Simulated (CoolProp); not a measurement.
The fluid at 519.27 K and 4.48 MPa is throttled through a valve to 0.304 MPa with no heat exchange. The same conditions are run with several fluids, on thermodynamics alone (safety and materials aside).

Model: reference Helmholtz-energy equation of state of each fluid (dimethyl carbonate: Zhou 2011; dodecamethylcyclohexasiloxane (D6): Colonna 2008; cyclohexane: Zhou 2014; benzene: Thol 2012; n-undecane: Aleksandrov 2011), in CoolProp.

```csv
fluid,temperature change (K),final phase,final density (kg/m³)
dimethyl carbonate,-117.2,"two-phase, vapour fraction 0.773",11.3
dodecamethylcyclohexasiloxane (D6),+0.2,liquid,[?]
cyclohexane,-117.6,[?],[?]
benzene,[?],"two-phase, vapour fraction 0.807",[?]
n-undecane,+0.2,liquid,550
```

Task: Some entries are withheld; supply them.

Result: 
- dodecamethylcyclohexasiloxane (D6), final density (kg/m³): 705
- cyclohexane, final phase: gas
- cyclohexane, final density (kg/m³): 8.30
- benzene, temperature change (K): -125.6
- benzene, final density (kg/m³): 9.68
